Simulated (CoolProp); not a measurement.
Computed with CoolProp (reference Helmholtz-energy equation of state, Gao 2022).

Problem. Give the vapour pressure (MPa), enthalpy of vaporisation (kJ/kg), liquid cp (kJ/(kg K)) of saturated n-perfluorohexane at 66.85, 85.35, 91.45 °C.

Solution. 
| T (°C) | p (MPa) | enthalpy of vaporisation (kJ/kg) | liquid cp (kJ/(kg K)) |
|---|---|---|---|
| 66.85 | 0.139 | 81.6 | 1.11 |
| 85.35 | 0.241 | 75.8 | 1.15 |
| 91.45 | 0.284 | 73.8 | 1.16 |
